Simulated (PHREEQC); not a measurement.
A PHREEQC speciation (ion-association model, phreeqc.dat) at 25 °C gives pH 2.27 and these molalities:

```json
[
 {"species": "H+", "mol/kgw": "0.00578"},
 {"species": "H2PO4-", "mol/kgw": "0.00578"},
 {"species": "H3PO4", "mol/kgw": "0.00422"}
]
```

Task: What are the element totals, and what could have been dissolved in 1 kg of water to give them?

Result: This is not unique; one that fits is totals P 0.0100 mol/kgw, from 0.01 mol H3PO4 per kg of water.

This is a speciation only: nothing precipitates in the calculation.
